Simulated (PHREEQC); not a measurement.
Consider water at 25 °C with 0.14 mol HF, 0.0011 mol (NH4)2SiF6 and 0.011 mol H2SO4 per kg of water. Closed to the air; pH follows from the charge balance.

All values are PHREEQC results (ion-association model, phreeqc.dat), not measurements.

| quantity | before | after |
|---|---|---|
| pH | 1.69 | 1.69 |
| ionic strength (mol/kgw) | 0.0317 | 0.0452 |
| HF (mol/kgw) | 0.130 | 0.130 |
| F- (mol/kgw) | 0.00505 | 0.00518 |
| SO4-2 (mol/kgw) | 0.00490 | 0.00496 |
| SI of Quartz (SiO2) | -8.46 | -7.80 |

Task: What was changed between the two runs?
A. 0.0044 mol/kgw NaOH added
B. temperature from 25 to 15 °C
C. (NH4)2SiF6 from 0.0011 to 0.0055 mol/kgw
D. HF left out
E. temperature from 25 to 5 °C

Result: C, (NH4)2SiF6 from 0.0011 to 0.0055 mol/kgw

No solid was allowed to form. SiF6-2 is the database's only silicon fluoride.
